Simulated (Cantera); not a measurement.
Equilibrium for carbothermic reduction: SiO2 + C + H2 + CH4

Input: 1 mol SiO2, 1.3 mol C, 15 mol H2, 0.37 mol CH4, equilibrated at 1973 K.

Equilibrium computed with Cantera from the NASA thermochemical tables; the gas is ideal and each condensed phase is pure. Candidate condensed phases: C, C6H6, C7H8, C8H18, H2O, Si, SiC, SiO2; 123 gas species. Mutual solubility and eutectic melting of coexisting phases are not modelled. The tables hold silica as quartz up to 1696 K and as liquid above; real silica turns to tridymite and cristobalite and melts near 1996 K. Gases not in the tables: Si2H6 and higher silanes. The numbers say what is thermodynamically allowed, not how fast it happens.

```tsv
P (Pa)	x H2	x H	x CO	x SiO	x Si	x CH4	n SiC(s)	n SiO2(condensed)
10	0.747	0.117	0.0853	0.0171	0.0335	2.38e-9	0	0
52	0.820	0.0536	0.0814	0.0262	0.0183	2.63e-8	0.148	0
270	0.861	0.0241	0.0762	0.0346	0.00418	1.27e-7	0.292	0
1400	0.876	0.0107	0.0753	0.0368	0.000835	6.56e-7	0.326	0
7200	0.883	0.00472	0.0752	0.0373	0.000164	3.40e-6	0.333	0
37000	0.885	0.00209	0.0752	0.0374	3.19e-5	1.75e-5	0.334	0
190000	0.886	0.000922	0.0751	0.0374	6.21e-6	9.02e-5	0.335	0
1000000	0.918	0.000409	0.0683	0.0118	6.96e-7	0.000865	0.486	0.312
```
x: gas mole fraction; n: condensed amount in mol.

At 0.0750 Torr nothing is condensed. From 0.390 Torr to 1430 Torr the condensed part is SiC(s). At 7500 Torr the condensed part is SiC(s) + SiO2(condensed). The main Si-bearing gas is Si at 0.0750 Torr and SiO at 7500 Torr. The share of Si in condensed phases is highest at 7500 Torr (79.8 %) and lowest at 0.0750 Torr (0.0 %).
